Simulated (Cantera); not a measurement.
Input: 1 mol Cu2O, 19 mol CO, 2.5 mol C, held at 1175 K and 2930 Torr.

Cantera equilibrium calculation (NASA polynomials, part measured and part estimated; ideal gas, pure solids and liquids). Candidate condensed phases: C, Cu, CuO, Cu2O; 15 gas species. Equilibrium is a limit: real reactors are often held back by kinetics, nucleation or transport.

Base state: CO 0.912, CO2 0.0879 (mole fractions); condensed: C(graphite) + Cu(s).

Q: What changes in the equilibrium state with this change: Cu2O replaced by MgO?

A: 
| species | before | after |
|---|---|---|
| CO | 0.912 | 0.912 |
| CO2 | 0.0879 | 0.0879 |
| C(graphite), mol | 3.12 | 4.03 |
| Cu(s), mol | 2.00 | 0 |
| MgO(s), mol | 0 | 1.00 |
Further candidate phases: Mg, MgCO3, MgO.

Q: What changes in the equilibrium state with this change: pressure from 2930 Torr to 1 atm?

A: 
```
species           before   after
----------------  ------  ------
CO                 0.912   0.974
CO2               0.0879  0.0260
C(graphite), mol    3.12    2.01
Cu(s), mol          2.00    2.00
```

Q: What changes in the equilibrium state with this change: temperature from 1175 K to 1075 K?

A: 
```json
[
 {"species": "CO", "before": "0.912", "after": "0.723"},
 {"species": "CO2", "before": "0.0879", "after": "0.277"},
 {"species": "C(graphite), mol", "before": "3.12", "after": "5.84"},
 {"species": "Cu(s), mol", "before": "2.00", "after": "2.00"}
]
```
